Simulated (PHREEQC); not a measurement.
A solution holds 58 mmol/kgw NH3 and 0.000156 mmol/kgw H4SiO4, at 20 °C. Closed to the air; pH follows from the charge balance.

Computed with PHREEQC (ion-association model, phreeqc.dat).

No solid was allowed to form.

Question: Predict the pH.

Answer: pH 11.16.

Question: In which forms is N present?

Answer: NH3 98 %, NH4+ 1.8 % of the N.
